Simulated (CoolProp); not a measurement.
A single-stage vapour-compression cycle with CH3F (R41): evaporating at 227.15 K (dew point), condensing at 291.15 K (bubble point), superheat 2 K, subcooling 2 K, compressor efficiency 0.75, no pressure losses. Each further row changes one setting.

The numbers come from the reference Helmholtz-energy equation of state, Lemmon 2006 in CoolProp. It is a short technical equation, of lower accuracy than the large ones.

```csv
case,cooling COP,pressure ratio,discharge temperature (K),refrigerating effect (kJ/kg),volumetric capacity (kJ/m³)
as stated,1.78,7.09,386.7,289,2630
evaporating temperature 232.15 K,2.03,5.85,375.9,291,3190
condensing temperature 286.15 K,2.02,6.27,375.4,303,2760
subcooling 7 K,1.88,7.09,386.7,304,2770
superheat 12 K,1.76,7.09,402.8,303,2590
compressor efficiency 0.65,1.55,7.09,403.3,289,2630
```
